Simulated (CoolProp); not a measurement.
Vapour-liquid equilibrium of R134a (1) + R141b (2) at 37.45 °C; x and y are mole fractions of (1).

The numbers come from the multi-fluid Helmholtz-energy mixture model, Tillner-Roth 1994 and Lemmon 2006; pair parameters Bell 2016 in CoolProp.

Give the bubble pressure and the first vapour's composition at x = 0.05, 0.2, 0.95. Is there an azeotrope?

x = 0.05: 0.1821 MPa, y = 0.349; x = 0.2: 0.3477 MPa, y = 0.692; x = 0.95: 0.9095 MPa, y = 0.984. No azeotrope shows between x = 0.05 and 0.95.

The pair parameters rest on a limited set of measurements; away from them the model extrapolates.
